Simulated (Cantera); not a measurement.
What does this Cantera script print?

```python
import numpy as np
import cantera as ct

gas = ct.Solution("gri30.yaml")


def delay(T, t_max=10):
    gas.TPX = T, 1700000, {'CH3OH': 1, 'O2': 1, 'N2': 3.76, 'H2O': 0.2}
    reactor = ct.IdealGasConstPressureReactor(gas, clone=False)
    net = ct.ReactorNet([reactor])
    net.rtol, net.atol = 1e-8, 1e-16
    while net.time < t_max:
        t_old, T_old = net.time, reactor.T
        net.step()
        if reactor.T > T + 400:  # ignition: a rise of 400 K
            return t_old + (T + 400 - T_old) / (reactor.T - T_old) * (net.time - t_old)
    return np.nan


taus = []
for T in [1200, 1275, 1350, 1425, 1500, 1575, 1650]:
    taus.append(delay(T))
    print(f"T0 = {T:6g} K   tau = {taus[-1]:.4e} s")
```

Result:

```
T0 =   1200 K   tau = 8.8320e-04 s
T0 =   1275 K   tau = 2.6689e-04 s
T0 =   1350 K   tau = 9.3303e-05 s
T0 =   1425 K   tau = 3.7151e-05 s
T0 =   1500 K   tau = 1.6618e-05 s
T0 =   1575 K   tau = 8.2279e-06 s
T0 =   1650 K   tau = 4.4382e-06 s
```

Model: GRI-Mech 3.0 (53 species, 325 reactions), integrated in Cantera. GRI-Mech 3.0 was tuned for natural gas; its chemistry of methanol as a main component is partial and can be far from experiment. The pressure lies above the range GRI-Mech 3.0 was tuned for (to about 10 atm).
